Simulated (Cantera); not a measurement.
What does this Cantera script print?

```python
import numpy as np
import cantera as ct

gas = ct.Solution("gri30.yaml")
gas.TPX = 2025, 22000, {'CH4': 1, 'H2O': 0.39}
reactor = ct.IdealGasConstPressureReactor(gas, energy="off", clone=False)
net = ct.ReactorNet([reactor])
net.rtol, net.atol = 1e-08, 1e-18
show = ['CH4', 'H2O', 'C2H', 'CO2', 'O', 'C2H2', 'HCO']
times = np.geomspace(3e-05, 40, 11)

steps = ct.SolutionArray(gas, extra=["t"])
rows = []
print(f"{'t/s':>10s}{'T/K':>9s}{'P/Pa':>11s}" + "".join(f"{s:>11s}" for s in show))
for t in times:
    while net.time < t:
        t_next = net.step()
        steps.append(gas.state, t=t_next)
    rows.append([np.interp(t, steps.t, y) for y in (steps.T, steps.P, *steps(*show).X.T)])
    print(f"{t:10.3e}{rows[-1][0]:9.1f}{rows[-1][1]:11.4g}" + "".join(f"{x:11.3e}" for x in rows[-1][2:]))
rate = np.gradient(steps.T, steps.t)
print("integrator steps:", len(steps.t))
if steps.T.max() > steps.T[0] + 200:
    print(f"time of steepest temperature rise: {steps.t[rate.argmax()]:.4e} s")
gas.TPX = 2025, 22000, {'CH4': 1, 'H2O': 0.39}
gas.equilibrate("TP")
print(f"equilibrium (TP): T = {gas.T:.1f} K  " + "  ".join(f"{s} {gas[s].X[0]:.3e}" for s in show))
```

Output:

```
       t/s      T/K       P/Pa        CH4        H2O        C2H        CO2          O       C2H2        HCO
 3.000e-05   2025.0    2.2e+04  6.843e-01  2.769e-01  8.274e-09  1.112e-09  3.246e-08  2.177e-04  1.756e-07
 1.229e-04   2025.0    2.2e+04  4.100e-01  2.382e-01  3.818e-06  1.977e-06  1.301e-07  4.387e-02  2.109e-06
 5.036e-04   2025.0    2.2e+04  1.229e-01  1.788e-01  1.314e-05  5.255e-05  7.430e-08  1.622e-01  7.330e-07
 2.063e-03   2025.0    2.2e+04  3.110e-02  1.485e-01  1.722e-05  4.826e-04  7.493e-08  1.865e-01  2.672e-07
 8.455e-03   2025.0    2.2e+04  1.279e-02  1.022e-01  1.666e-05  1.595e-03  6.615e-08  1.671e-01  1.201e-07
 3.464e-02   2025.0    2.2e+04  7.233e-03  3.529e-02  1.246e-05  1.160e-03  2.617e-08  1.285e-01  5.103e-08
 1.419e-01   2025.0    2.2e+04  1.833e-03  1.579e-03  1.063e-05  6.408e-05  1.295e-09  1.096e-01  3.681e-08
 5.815e-01   2025.0    2.2e+04  6.163e-04  2.037e-07  1.061e-05  8.199e-09  3.407e-13  1.091e-01  3.703e-08
 2.383e+00   2025.0    2.2e+04  6.161e-04  1.897e-07  1.061e-05  7.628e-09  3.291e-13  1.091e-01  3.703e-08
 9.763e+00   2025.0    2.2e+04  6.161e-04  1.897e-07  1.061e-05  7.628e-09  3.291e-13  1.091e-01  3.703e-08
 4.000e+01   2025.0    2.2e+04  6.161e-04  1.897e-07  1.061e-05  7.628e-09  3.291e-13  1.091e-01  3.703e-08
integrator steps: 1675
equilibrium (TP): T = 2025.0 K  CH4 6.162e-04  H2O 1.900e-07  C2H 1.061e-05  CO2 7.641e-09  O 3.295e-13  C2H2 1.091e-01  HCO 3.703e-08
```

Cantera simulation using GRI-Mech 3.0 (53 species, 325 reactions); the numbers are that mechanism's predictions, not measurements. GRI-Mech 3.0 stops at C3 and has no aromatics, soot or wall deposition, so with more carbon than oxygen in the feed, carbon stays in small species such as C2H2 where larger ones or solid carbon would form.
